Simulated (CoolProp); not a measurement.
Vapour-liquid equilibrium of CH2F2 (R32) (1) + R1234yf (2) at 3.5 bar; x and y are mole fractions of (1).

Computed with CoolProp (multi-fluid Helmholtz-energy mixture model, Tillner-Roth 1997 and Lemmon 2022; pair parameters Bell 2023).

```tsv
x	bubble temperature, mixture model (°C)	bubble temperature, Raoult's law (°C)	y, mixture model	y, Raoult's law
0.05	-0.5	0.8	0.145	0.119
0.15	-6.4	-3.2	0.363	0.314
0.25	-10.9	-6.8	0.511	0.465
0.35	-14.3	-9.8	0.615	0.586
0.45	-16.9	-12.6	0.691	0.684
0.55	-18.9	-15.1	0.751	0.765
0.65	-20.4	-17.3	0.802	0.832
0.75	-21.7	-19.4	0.851	0.890
0.85	-22.7	-21.3	0.902	0.939
0.95	-23.5	-23.0	0.963	0.981
```

The largest gap from Raoult's law is -4.5 K in bubble temperature, at x = 0.35. No azeotrope shows between x = 0.05 and 0.95.

The pair parameters rest on a limited set of measurements; away from them the model extrapolates.
